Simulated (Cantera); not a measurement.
# Transport properties of process gases

Gas mixture: 100 % CO, at 10.00 Torr, frozen composition.

Cantera's kinetic-theory transport with the Lennard-Jones parameters of GRI-Mech 3.0, ideal gas; thermal conductivity in the mixture-averaged form.

```
T (K)  ρ (kg/m³)  cp (J/kg/K)  μ (µPa s)  λ (mW/m/K)     Pr  D (cm²/s) CH₄  D (cm²/s) C₂H₂  D (cm²/s) N₂
-----  ---------  -----------  ---------  ----------  -----  -------------  --------------  ------------
400       0.0112         1049       22.0        31.7  0.726           28.1            21.2          26.0
600      0.00748         1086       29.1        44.2  0.715           56.6            43.0          51.9
800      0.00561         1139       35.2        56.1  0.715           92.2            70.3          84.1
1000     0.00449         1184       40.8        67.5  0.715            134             103           122
1200     0.00374         1219       45.9        78.3  0.715            182             139           165
1400     0.00321         1246       50.8        88.6  0.714            235             180           214
1600     0.00281         1267       55.4        98.3  0.713            293             225           267
1800     0.00249         1282       59.7         108  0.712            357             274           324
```
D: mixture-averaged diffusion coefficient of that species in the mixture.
